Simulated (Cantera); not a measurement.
Feed: 1 mol B, 29 mol N₂, at 12.0 mbar.

Equilibrium computed with Cantera from the NASA thermochemical tables; the gas is ideal and each condensed phase is pure. Candidate condensed phases: B, BN; 5 gas species. N₂ is the only nitrogen source here; it is nearly inert below about 1500 K, so the nitride shown seldom forms there in practice. Rates play no part. All values below are at 1027 °C.

Base state: N₂ 1.00 (mole fractions); condensed: BN(s).

### Question
What changes in the equilibrium state with this change: B replaced by borazine?

### Answer
```json
[
 {"species": "N₂", "before": "1.00", "after": "0.906"},
 {"species": "H₂", "before": "0", "after": "0.0937"},
 {"species": "BN(s), mol", "before": "1.00", "after": "3.00"}
]
```
The feed counts by its element totals alone.
